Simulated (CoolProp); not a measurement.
Aqueous ammonia as a coolant, 6 % by mass, freezing at -7.4 °C, 1 atm.

The numbers come from the Melinder's fits for secondary coolants in CoolProp.

```csv
T (°C),density (kg/m³),Prandtl number,conductivity (W/(m K)),cp (kJ/(kg K))
-5,976.8,19.5,0.508,4.223
-0.1,976.6,15.8,0.519,4.214
4.9,976.0,13.1,0.529,4.206
9.8,975.2,11.2,0.538,4.199
14.7,974.2,9.70,0.546,4.193
19.7,973.0,8.43,0.554,4.189
24.6,971.5,7.36,0.562,4.187
```
